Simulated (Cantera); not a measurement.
What does this Cantera script print?

```python
import numpy as np
import cantera as ct

gas = ct.Solution("gri30.yaml")
gas.TPX = 2548, 1333, {'CH4': 0.039, 'H2': 1, 'N2': 0.0024}
reactor = ct.IdealGasConstPressureReactor(gas, energy="off", clone=False)
net = ct.ReactorNet([reactor])
net.rtol, net.atol = 1e-08, 1e-18
show = ['CH4', 'H2', 'C2H6', 'H', 'C2H2', 'HCN']
times = np.geomspace(7e-05, 40, 12)

steps = ct.SolutionArray(gas, extra=["t"])
rows = []
print(f"{'t/s':>10s}{'T/K':>9s}{'P/Pa':>11s}" + "".join(f"{s:>11s}" for s in show))
for t in times:
    while net.time < t:
        t_next = net.step()
        steps.append(gas.state, t=t_next)
    rows.append([np.interp(t, steps.t, y) for y in (steps.T, steps.P, *steps(*show).X.T)])
    print(f"{t:10.3e}{rows[-1][0]:9.1f}{rows[-1][1]:11.4g}" + "".join(f"{x:11.3e}" for x in rows[-1][2:]))
rate = np.gradient(steps.T, steps.t)
print("integrator steps:", len(steps.t))
if steps.T.max() > steps.T[0] + 200:
    print(f"time of steepest temperature rise: {steps.t[rate.argmax()]:.4e} s")
gas.TPX = 2548, 1333, {'CH4': 0.039, 'H2': 1, 'N2': 0.0024}
gas.equilibrate("TP")
print(f"equilibrium (TP): T = {gas.T:.1f} K  " + "  ".join(f"{s} {gas[s].X[0]:.3e}" for s in show))
```

It prints:

```
       t/s      T/K       P/Pa        CH4         H2       C2H6          H       C2H2        HCN
 7.000e-05   2548.0       1333  3.550e-02  9.577e-01  2.925e-07  2.694e-03  7.936e-07  1.127e-11
 2.336e-04   2548.0       1333  3.147e-02  9.519e-01  1.951e-06  8.842e-03  9.773e-05  9.948e-10
 7.795e-04   2548.0       1333  1.975e-02  9.416e-01  2.862e-06  2.354e-02  3.579e-03  5.874e-08
 2.601e-03   2548.0       1333  4.402e-03  9.395e-01  2.249e-07  3.670e-02  1.390e-02  5.763e-07
 8.680e-03   2548.0       1333  4.878e-04  9.303e-01  3.611e-09  4.943e-02  1.704e-02  1.605e-06
 2.897e-02   2548.0       1333  5.634e-05  9.129e-01  6.161e-11  6.739e-02  1.726e-02  2.752e-06
 9.666e-02   2548.0       1333  9.269e-06  8.742e-01  2.329e-12  1.066e-01  1.690e-02  4.561e-06
 3.226e-01   2548.0       1333  2.512e-06  8.010e-01  2.454e-13  1.806e-01  1.610e-02  1.431e-05
 1.076e+00   2548.0       1333  1.309e-06  7.513e-01  8.014e-14  2.308e-01  1.553e-02  7.064e-05
 3.592e+00   2548.0       1333  1.269e-06  7.485e-01  7.603e-14  2.335e-01  1.541e-02  2.416e-04
 1.199e+01   2548.0       1333  1.268e-06  7.486e-01  7.584e-14  2.335e-01  1.523e-02  6.062e-04
 4.000e+01   2548.0       1333  1.259e-06  7.486e-01  7.482e-14  2.335e-01  1.492e-02  1.230e-03
integrator steps: 1850
equilibrium (TP): T = 2548.0 K  CH4 1.244e-06  H2 7.486e-01  C2H6 7.293e-14  H 2.335e-01  C2H2 1.425e-02  HCN 2.579e-03
```

Computed with Cantera and GRI-Mech 3.0 (53 species, 325 reactions). GRI-Mech 3.0 stops at C3 and has no aromatics, soot or wall deposition, so with more carbon than oxygen in the feed, carbon stays in small species such as C2H2 where larger ones or solid carbon would form. Radical loss at walls, strong at low pressure, is not modelled.
